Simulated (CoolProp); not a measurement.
A simple Rankine cycle with propyne: condensing at 292.15 K, boiler at 4.17 MPa, turbine inlet 473 K, turbine efficiency 0.75, pump efficiency 0.6, no recuperator. Each further row changes one setting.

Computed with CoolProp (reference Helmholtz-energy equation of state, Polt 1992). This equation is an older, rougher fit; its heat capacities, sound speeds and derivatives of the liquid may be far off and weren't checked against measurements.

```tsv
case	thermal efficiency (%)	net work (kJ/kg)	heat in (kJ/kg)	turbine exit temperature (K)	volume ratio over the turbine
as stated	15.4	115	749	…	7.97
condensing temperature 284.15 K	16.7	128	…	374.8	10.0
boiler pressure 2.92 MPa	13.5	…	…	400.6	5.53
turbine efficiency 0.65	13.2	98.7	749	392.4	8.18
```

Question: Fill in the missing entries.

Answer: 
- as stated, turbine exit temperature (K): 383.3
- condensing temperature 284.15 K, heat in (kJ/kg): 767
- boiler pressure 2.92 MPa, net work (kJ/kg): 104
- boiler pressure 2.92 MPa, heat in (kJ/kg): 770
